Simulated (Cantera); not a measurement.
An isothermal, constant-pressure homogeneous reactor starts with 28.6 % CH4, 71.4 % H2O, at 1225 K and 13.8 atm.

Detailed kinetics in Cantera: GRI-Mech 3.0 (53 species, 325 reactions). The pressure lies above the range GRI-Mech 3.0 was tuned for (to about 10 atm).

x: mole fraction; the columns are a selection and need not sum to one.

```tsv
t (s)	x CH4	x H2O	x HCO	x O	x CH3	x CH2CO	x C2H4
0.000500	0.286	0.714	<1e-12	<1e-12	5.18e-7	<1e-12	1.23e-9
0.00205	0.286	0.714	<1e-12	<1e-12	7.03e-7	<1e-12	1.90e-8
0.00841	0.286	0.714	<1e-12	<1e-12	7.12e-7	<1e-12	1.44e-7
0.0345	0.286	0.714	<1e-12	<1e-12	7.44e-7	<1e-12	1.44e-6
0.141	0.286	0.714	<1e-12	<1e-12	8.44e-7	2.24e-11	1.94e-5
0.580	0.285	0.714	<1e-12	<1e-12	9.76e-7	(withheld)	(withheld)
2.38	0.282	0.713	<1e-12	<1e-12	9.83e-7	1.99e-7	0.00112
9.75	0.271	0.708	<1e-12	<1e-12	1.02e-6	1.45e-6	0.00405
40.0	(withheld)	0.696	1.07e-12	<1e-12	(withheld)	(withheld)	(withheld)
```

Task: Some entries are withheld; supply them.

Result: 
- 0.580, x CH2CO: 4.00e-9
- 0.580, x C2H4: 0.000223
- 40.0, x CH4: 0.242
- 40.0, x CH3: 1.70e-6
- 40.0, x CH2CO: 2.35e-6
- 40.0, x C2H4: 0.0140
